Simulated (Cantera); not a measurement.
## Diamond growth

A diamond (100) surface in a fixed gas of H2 with x(CH4) = 0.0039, x(H) = 0.0078, x(CH3) = 1.4e-05, 13.5 Torr; coverages are run to steady state.

Detailed kinetics in Cantera: the Harris–Goodwin 1993 mechanism for the reconstructed diamond (100) surface.

| T (K) | growth (µm/h) | θ c6HH | θ c6H* | θ c6*H | θ c6** | θ c6HM |
|---|---|---|---|---|---|---|
| 950 | 0.103 | 0.643 | 0.0141 | 0.335 | 0.00669 | 0.00119 |
| 1025 | 0.133 | 0.574 | 0.0206 | 0.393 | 0.0115 | 0.000786 |
| 1100 | 0.123 | 0.512 | 0.0279 | 0.441 | 0.0182 | 0.000397 |
| 1175 | 0.0757 | 0.457 | 0.0357 | 0.480 | 0.0267 | 0.000127 |
| 1250 | 0.0489 | 0.410 | 0.0438 | 0.510 | 0.0369 | 3.13e-5 |
| 1325 | 0.0455 | 0.369 | 0.0517 | 0.531 | 0.0484 | 7.41e-6 |
| 1400 | 0.0423 | 0.335 | 0.0595 | 0.544 | 0.0607 | 1.74e-6 |
θ: site fractions in the mechanism's names (c6HH fully hydrogenated, c6H* and c6*H radical sites, c6** diradical, c6HM methylated).
